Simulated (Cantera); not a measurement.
## Adiabatic ignition

An adiabatic, constant-pressure homogeneous reactor starts with CO : H₂ : CH₄ : O₂ : N₂ : CO₂ = 1 : 0.73 : 0.035 : 1.81 : 6.8 : 1.8 (molar parts), equivalence ratio 0.52, at 1550 K and 1000000 Pa.

Detailed kinetics in Cantera: GRI-Mech 3.0 (53 species, 325 reactions).

```tsv
t (s)	T (K)	x CO	x H₂	x CH₄	x C₂H₆	x C₂H₂	x OH	x CH₂CO
9.00e-6	2218	0.0396	0.00153	<1e-12	<1e-12	<1e-12	0.00771	<1e-12
2.32e-5	2388	0.0188	0.000769	<1e-12	<1e-12	<1e-12	0.00619	<1e-12
5.98e-5	2460	0.00978	0.000434	<1e-12	<1e-12	<1e-12	0.00496	<1e-12
0.000154	2470	0.00852	0.000391	<1e-12	<1e-12	<1e-12	0.00478	<1e-12
0.000397	2469	0.00850	0.000390	<1e-12	<1e-12	<1e-12	0.00476	<1e-12
0.00102	2468	0.00845	0.000388	<1e-12	<1e-12	<1e-12	0.00473	<1e-12
0.00264	2464	0.00836	0.000385	<1e-12	<1e-12	<1e-12	0.00466	<1e-12
0.00680	2458	0.00820	0.000379	<1e-12	<1e-12	<1e-12	0.00455	<1e-12
0.0175	2454	0.00807	0.000374	<1e-12	<1e-12	<1e-12	0.00446	<1e-12
0.0452	2453	0.00805	0.000373	<1e-12	<1e-12	<1e-12	0.00445	<1e-12
0.116	2453	0.00805	0.000373	<1e-12	<1e-12	<1e-12	0.00445	<1e-12
0.300	2453	0.00805	0.000373	<1e-12	<1e-12	<1e-12	0.00445	<1e-12
```
x: mole fraction; the columns are a selection and need not sum to one.

```json
{
  "time_of_steepest_temperature_rise": "2.49 µs",
  "temperature at 0.300 s": "2453 K",
  "equilibrium_temperature": "2453 K",
  "x(CO) at 0.300 s": "0.00805 (gas-phase equilibrium 0.00805)",
  "x(H₂) at 0.300 s": "0.000373 (gas-phase equilibrium 0.000373)",
  "x(CH₄) at 0.300 s": "<1e-12 (gas-phase equilibrium <1e-12)"
}
```
